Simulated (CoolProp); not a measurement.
Toluene at 364.74 K and 0.0121 MPa is throttled through a valve to 0.00373 MPa with no heat exchange. Each further row changes one setting.

Computed with CoolProp (reference Helmholtz-energy equation of state, Lemmon 2006). It is a short technical equation, of lower accuracy than the large ones.

```tsv
case	temperature change (K)	final density (kg/m³)
as stated	-0.3	(withheld)
outlet pressure 0.00112 MPa	(withheld)	(withheld)
outlet pressure 0.00485 MPa	-0.3	(withheld)
```

Problem. What belongs in the gaps?

Solution. 
- as stated, final density (kg/m³): 0.114
- outlet pressure 0.00112 MPa, temperature change (K): -0.4
- outlet pressure 0.00112 MPa, final density (kg/m³): 0.0341
- outlet pressure 0.00485 MPa, final density (kg/m³): 0.148
